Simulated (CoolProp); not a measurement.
Vapour-liquid equilibrium of CH3F (R41) (1) + chloromethane (R40) (2) at 11.25 °C; x and y are mole fractions of (1).

Values from CoolProp's multi-fluid Helmholtz-energy mixture model, Lemmon 2006 and Thol 2014; pair parameters Bell 2016.

Task: Give the bubble pressure and the first vapour's composition at x = 0.35, 0.8, 0.95. Is there an azeotrope?

Result: x = 0.35: 1.178 MPa, y = 0.746; x = 0.8: 2.201 MPa, y = 0.937; x = 0.95: 2.592 MPa, y = 0.984. No azeotrope shows between x = 0.05 and 0.95.

The pair parameters rest on a limited set of measurements; away from them the model extrapolates.
